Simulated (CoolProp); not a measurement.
Saturation properties of R142b (Tc = 410.3 K, pc = 4055 kPa, ω = 0.232).

Values from CoolProp's reference Helmholtz-energy equation of state, Lemmon 2006. It is a short technical equation, of lower accuracy than the large ones.

```csv
T (K),p (kPa),surface tension (mN/m),liquid conductivity (mW/(m K))
284.6,217.8,13.2,86.5
299.2,348.8,11.3,81.2
313.7,530.7,___,76.1
328.3,___,___,71.1
342.8,1098,6.09,___
357.4,___,4.51,62.1
371.9,2025,___,57.9
386.5,2665,1.68,54.0
```

Task: What belongs in the gaps?

Result: 
- 313.7, surface tension (mN/m): 9.50
- 328.3, p (kPa): 777.6
- 328.3, surface tension (mN/m): 7.75
- 342.8, liquid conductivity (mW/(m K)): 66.5
- 357.4, p (kPa): 1511
- 371.9, surface tension (mN/m): 3.03

It boils at 264.0 K under 1 atm.

Thermal conductivity comes from a separate model (Huber 2003), an estimate that may be off by 10 % or more. Surface tension comes from a separate correlation (Mulero 2012).
